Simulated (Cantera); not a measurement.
**Thermodynamics of silicon nitride deposition, feed SiH₂Cl₂ + NH₃**

Charge: 1 mol SiH₂Cl₂, 23 mol NH₃, at 75.0 Torr.

Cantera equilibrium calculation (NASA polynomials, part measured and part estimated; ideal gas, pure solids and liquids). Candidate condensed phases: NH₄Cl, Si, Si₃N₄; 28 gas species. The tables' values for SiCl, SiN, SiCl₃ are old estimates; treat these amounts as uncertain. Gases not in the tables: Si₂H₆ and higher silanes. The numbers say what is thermodynamically allowed, not how fast it happens.

From 825 K to 1825 K the condensed part is Si₃N₄(s). At 2025 K the condensed part is Si(l). The main Si-bearing gas is SiCl₄ at 825 K and SiCl₂ at 2025 K.

```tsv
T (K)	log p H₂	log p N₂	log p HCl	log p H	log p SiCl₂	n Si₃N₄(s)	n Si(l)
825	-1.14	-1.64	-2.37	-11.67	-12.42	0.333	0
1025	-1.14	-1.64	-2.37	-8.93	-9.14	0.333	0
1225	-1.14	-1.64	-2.37	-7.08	-6.94	0.333	0
1425	-1.14	-1.64	-2.38	-5.73	-5.37	0.333	0
1625	-1.14	-1.64	-2.39	-4.72	-4.23	0.324	0
1825	-1.14	-1.64	-2.46	-3.92	-3.46	0.277	0
2025	-1.14	-1.62	-2.47	-3.29	-3.43	0	0.771
```
log p: log10 of the partial pressure in bar; n: condensed amount in mol.
